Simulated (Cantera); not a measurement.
Gas mixture: 100 % O₂, at 130 Pa, frozen composition.

Cantera's kinetic-theory transport with the Lennard-Jones parameters of GRI-Mech 3.0, ideal gas; thermal conductivity in the multicomponent form.

D: mixture-averaged diffusion coefficient of that species in the mixture.

```tsv
T (K)	ρ (kg/m³)	cp (J/kg/K)	μ (µPa s)	λ (mW/m/K)	Pr	D (cm²/s) CO₂	D (cm²/s) CH₃	D (cm²/s) NH₃
400	0.00125	941.4	25.6	33.9	0.712	206	295	300
600	0.000834	1003	___	___	0.710	___	___	___
800	0.000625	1055	41.4	61.5	0.710	691	970	1060
1000	0.000500	1090	47.9	73.7	0.709	1010	1410	1560
1200	0.000417	1114	54.0	84.9	0.708	1370	1910	2130
1400	0.000357	1134	___	___	0.708	___	___	___
1600	0.000313	1151	65.1	106	0.708	2220	3090	3460
1800	0.000278	1167	70.2	116	0.707	2700	3760	4220
2000	0.000250	1181	75.2	126	0.707	3220	4480	5040
```

Task: Some entries are withheld; supply them.

Result: 
- 600, μ (µPa s): 34.1
- 600, λ (mW/m/K): 48.1
- 600, D (cm²/s) CO₂: 421
- 600, D (cm²/s) CH₃: 595
- 600, D (cm²/s) NH₃: 633
- 1400, μ (µPa s): 59.7
- 1400, λ (mW/m/K): 95.6
- 1400, D (cm²/s) CO₂: 1780
- 1400, D (cm²/s) CH₃: 2480
- 1400, D (cm²/s) NH₃: 2760
